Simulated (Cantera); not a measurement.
Equilibrium for abatement and gas-phase synthesis: NH₃ + H₂ + O₂ + H₂O

Input: 1 mol NH₃, 0.19 mol H₂, 1.6 mol O₂, 0.079 mol H₂O, held at 74.0 mbar.

Method: chemical equilibrium by Gibbs-energy minimisation in Cantera with the NASA 1993 tables (ideal gas, pure condensed phases). Candidate condensed phases: H₂O; 47 gas species. Ions and electrons are included (thermal ionisation). Rates play no part.

```
T (K)     x H₂O       x H      x O      x O₂    x N₂      x OH      x H₂       x N     x NO
-----  --------  --------  -------  --------  ------  --------  --------  --------  -------
2000      0.577  0.000210  0.00122     0.244   0.163   0.00979   0.00124   1.34e-9  0.00376
2500      0.494    0.0140   0.0249     0.219   0.152    0.0623    0.0231   4.19e-7   0.0103
3000      0.192     0.167    0.158     0.145   0.112     0.128    0.0830   1.71e-5   0.0149
3500     0.0103     0.412    0.363    0.0400  0.0736    0.0544    0.0360  0.000221   0.0107
4000   0.000248     0.472    0.431   0.00620  0.0663    0.0105   0.00649   0.00168  0.00588
4500    1.01e-5     0.479    0.441   0.00116  0.0627   0.00239   0.00142   0.00828  0.00334
5000    7.36e-7     0.476    0.440  0.000292  0.0526  0.000698  0.000406    0.0279  0.00194
```
x: gas mole fraction; nothing condenses.

From 2000 K to 5000 K nothing is condensed.
